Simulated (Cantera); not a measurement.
A closed system holds: 1 mol PbO, 0.14 mol O2, 1.6 mol N2, held at 5.90 mbar.

Equilibrium computed with Cantera from the NASA thermochemical tables; the gas is ideal and each condensed phase is pure. Candidate condensed phases: Pb, PbO, PbO2, Pb3O4; 12 gas species. The numbers say what is thermodynamically allowed, not how fast it happens.

x: gas mole fraction; n: condensed amount in mol.

| T (K) | x N2 | x O2 | x PbO | x NO | x Pb | x NO2 | x O | n PbO(red) | n Pb3O4(s) | n PbO(yellow) |
|---|---|---|---|---|---|---|---|---|---|---|
| 450 | 0.997 | 0.00327 | <1e-12 | 6.46e-12 | <1e-12 | 1.71e-11 | <1e-12 | 0.191 | 0.270 | 0 |
| 500 | 0.922 | 0.0781 | <1e-12 | ___ | <1e-12 | ___ | <1e-12 | 0.974 | ___ | 0 |
| 550 | 0.920 | 0.0805 | <1e-12 | 2.60e-9 | <1e-12 | 2.04e-9 | <1e-12 | 1.00 | 0 | 0 |
| 600 | 0.920 | 0.0805 | <1e-12 | ___ | <1e-12 | ___ | <1e-12 | 1.00 | 0 | 0 |
| 650 | 0.920 | 0.0805 | <1e-12 | 5.63e-8 | <1e-12 | 6.24e-9 | <1e-12 | 1.00 | 0 | 0 |
| 700 | 0.920 | 0.0805 | 2.81e-11 | 1.88e-7 | <1e-12 | 9.67e-9 | <1e-12 | 1.00 | 0 | 0 |
| 750 | 0.920 | 0.0805 | 7.10e-10 | 5.36e-7 | <1e-12 | 1.41e-8 | <1e-12 | 1.00 | 0 | 0 |
| 800 | 0.920 | 0.0805 | 1.19e-8 | 1.34e-6 | <1e-12 | 1.97e-8 | <1e-12 | 0 | 0 | 1.00 |
| 850 | 0.920 | 0.0805 | 1.41e-7 | 3.01e-6 | 1.42e-11 | 2.64e-8 | 2.74e-12 | 0 | 0 | 1.00 |
| 900 | 0.920 | 0.0805 | 1.27e-6 | 6.17e-6 | 3.41e-10 | 3.44e-8 | 1.99e-11 | 0 | 0 | 1.000 |
| 950 | 0.920 | 0.0805 | 8.94e-6 | 1.17e-5 | 5.84e-9 | 4.34e-8 | 1.17e-10 | 0 | 0 | 1.000 |
| 1000 | 0.919 | 0.0804 | 5.16e-5 | 2.09e-5 | 7.48e-8 | 5.37e-8 | 5.81e-10 | 0 | 0 | 1.000 |
| 1050 | 0.919 | 0.0804 | 0.000251 | 3.53e-5 | 7.47e-7 | 6.50e-8 | 2.47e-9 | 0 | 0 | 1.000 |
| 1100 | 0.919 | 0.0803 | 0.00105 | 5.68e-5 | 6.02e-6 | 7.74e-8 | 9.21e-9 | 0 | 0 | 0.998 |

Q: Some entries are withheld; supply them.

A: 
- 600, x NO: 1.38e-8
- 600, x NO2: 3.74e-9
- 500, x NO: 3.49e-10
- 500, x NO2: 9.60e-10
- 500, n Pb3O4(s): 0.00881
